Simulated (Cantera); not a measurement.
A freely propagating, adiabatic, planar premixed flame of 11.4 % CH4, 1.71 % H2, 18.3 % O2, 68.6 % N2, equivalence ratio 1.3, unburnt at 548 K and 1.00 bar; mixture-averaged transport, grid criteria slope 0.08 and curve 0.16, no radiation.

Cantera simulation using GRI-Mech 3.0 (53 species, 325 reactions); the numbers are that mechanism's predictions, not measurements. Burning velocities carry a grid error of a few per cent, more on coarse grids.

Predict: laminar burning velocity; thermal thickness; peak x(C2H4); peak x(CH2CO).


```
Quantity                     Result
------------------------  ---------
laminar burning velocity  93.4 cm/s
thermal thickness          0.375 mm
peak x(C2H4)                0.00121
peak x(CH2CO)              0.000242
```
